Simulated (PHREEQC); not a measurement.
Consider water at 25 °C with 0.0035 mol H2SO4 and 0.0001 mol CuSO4 per kg of water. Closed to the air; pH follows from the charge balance.

Computed with PHREEQC (ion-association model, phreeqc.dat).

Each row changes one thing in this solution. No solid was allowed to form.

| case | pH | ionic strength (mol/kgw) | SO4-2 (mol/kgw) | HSO4- (mol/kgw) | Cu+2 (mol/kgw) | CuSO4 (mol/kgw) |
|---|---|---|---|---|---|---|
| as made | 2.26 | 0.00877 | 0.00256 | 0.00103 | 8.03e-5 | 1.97e-5 |
| temperature from 25 to 50 °C | 2.29 | 0.00794 | 0.00214 | 0.00144 | 8.06e-5 | 1.94e-5 |
| diluted 5-fold with water | 2.90 | 0.00203 | 0.000649 | 6.92e-5 | 1.84e-5 | 1.64e-6 |
| H2SO4 replaced by KHSO4 at the same molality | 2.57 | 0.00957 | 0.00296 | 0.000573 | 7.84e-5 | 2.16e-5 |
| temperature from 25 to 5 °C | 2.24 | 0.00925 | 0.00280 | 0.000786 | 8.11e-5 | 1.89e-5 |
| CuSO4 from 0.0001 to 0.001 mol/kgw | 2.28 | 0.0113 | 0.00312 | 0.00117 | 0.000785 | 0.000215 |
| H2SO4 replaced by Al2(SO4)3 at the same molality | 4.09 | 0.0189 | 0.00465 | 2.50e-5 | 7.49e-5 | 2.51e-5 |

Some of these states are supersaturated (in Gibbsite (slow to form), for instance). Constants without temperature data keep their 25 °C values here.
